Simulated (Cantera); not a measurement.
Input: 1 mol TiCl4, 0.15 mol CH4, held at 1200 K and 0.000350 bar.

Method: chemical equilibrium by Gibbs-energy minimisation in Cantera with the NASA 1993 tables (ideal gas, pure condensed phases). Candidate condensed phases: C, C6H6, C7H8, C8H18, Ti, TiC, TiCl2, TiCl3, TiCl4; 96 gas species. The tables' values for TiCl2 are old estimates; treat these amounts as uncertain. TiC: taken at fixed stoichiometry. Equilibrium is a limit: real reactors are often held back by kinetics, nucleation or transport.

Base state: TiCl4 0.382, HCl 0.341, TiCl3 0.251, H2 0.0263, TiCl2 6.78e-5, Cl 1.92e-5 (mole fractions); condensed: C(graphite) + TiC(s).

Question: What changes in the equilibrium state with this change: CH4 from 0.15 to 7.6 mol?

Answer: 
```csv
species,before,after
H2,0.0263,0.769
HCl,0.341,0.231
TiCl3,0.251,0.000493
TiCl4,0.382,9.40e-5
TiCl2,6.78e-5,1.06e-6
Cl,1.92e-5,2.41e-6
"C(graphite), mol",0.116,6.61
"TiC(s), mol",0.0342,0.990
```
